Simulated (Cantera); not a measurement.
What does this Cantera script print?

```python
import numpy as np
import cantera as ct

gas_names = [...]  # 109 gases of nasa_gas.yaml made of C, Cl, H, Si
cond_names = """
    C(gr) C6H6(L) C7H8(L) C8H18(L),n-octa Si(cr) Si(L) SiC(b)
""".split()


# ... load() reads the species with a 1 bar reference pressure and builds the phases ...
atoms = {
    'CCl4': {'C': 1, 'CL': 4},
    'Si': {'Si': 1},
    'H2': {'H': 2},
}
top_T = {'C(gr)': 4500, 'SiC(b)': 3050}  # K; cautious upper limits of use, not melting points


# ... equilibrate(T, P, feed) seeds the gas with the atoms and calls Mixture.equilibrate('TP', solver="vcs", rtol=1e-11, max_steps=5000) ...
results = []
T = 1750  # K
P = 3800  # Pa
for m in [0.4, 0.54, 0.72, 0.98, 1.3, 1.8, 2.4, 3.2, 4.4]:
    feed = {'CCl4': 1, 'Si': 0.0089, 'H2': m}  # mol
    mix = equilibrate(T, P, feed)
    results.append((T, P, feed, dict(zip(mix.species_names, mix.species_moles))))

top = {s: max(r[3][s] / sum(r[3][g] for g in gas_names) for r in results) for s in gas_names}
cols = sorted((s for s in top if top[s] > 1e-06), key=lambda s: -top[s])[:6]
seen = [c for c in cond_names if any(r[3].get(c, 0) > 1e-12 for r in results)]
print("log10 of partial pressures in bar; condensed amounts in mol")
print(f"{'n(H2)':>10s}" + "".join(f"{s[:9]:>10s}" for s in cols + seen))
for T, P, feed, n in results:
    ng = sum(n[g] for g in gas_names)
    print(f"{feed['H2']:10.4g}" + "".join(f"{np.log10(max(n[s] / ng * P / 1e5, 1e-99)):10.3f}" for s in cols)
          + "".join(f"{n.get(c, 0):10.4g}" for c in seen))
```

It prints:

```
log10 of partial pressures in bar; condensed amounts in mol
     n(H2)       HCL        CL        H2       CL2     SiCL4     SiCL2     C(gr)
       0.4    -2.039    -1.671    -8.229    -2.130    -3.996    -8.000    0.9999
      0.54    -1.920    -1.707    -7.917    -2.204    -4.007    -7.938    0.9999
      0.72    -1.808    -1.759    -7.590    -2.307    -4.021    -7.848    0.9999
      0.98    -1.691    -1.846    -7.182    -2.482    -4.039    -7.691    0.9999
       1.3    -1.585    -1.990    -6.683    -2.769    -4.058    -7.423         1
       1.8    -1.461    -2.497    -5.421    -3.784    -4.091    -6.442         1
       2.4    -1.466    -3.990    -2.445    -6.769    -4.953    -4.319    0.9999
       3.2    -1.538    -4.257    -2.053    -7.304    -5.460    -4.290    0.9997
       4.4    -1.627    -4.451    -1.845    -7.692    -5.898    -4.341    0.9994
```

Method: chemical equilibrium by Gibbs-energy minimisation in Cantera with the NASA 1993 tables (ideal gas, pure condensed phases). The tables' values for SiCl3 are old estimates; treat these amounts as uncertain.
